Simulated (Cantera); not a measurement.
**Equilibrium for hydrogen reduction and annealing atmospheres: Cr2O3 + H2**

A closed system holds: 1 mol Cr2O3, 0.47 mol H2, equilibrated at 923.15 K and 1.40 bar.

Cantera equilibrium calculation (NASA polynomials, part measured and part estimated; ideal gas, pure solids and liquids). Candidate condensed phases: Cr, Cr2O3, H2O; 13 gas species. Rates play no part.

| Item | Value |
|---|---|
| x(H2) | 1.000 |
| x(H2O) | 2.31e-6 |
| n(Cr2O3(s)) | 1.00 mol |
| gas amount | 0.4700 mol |
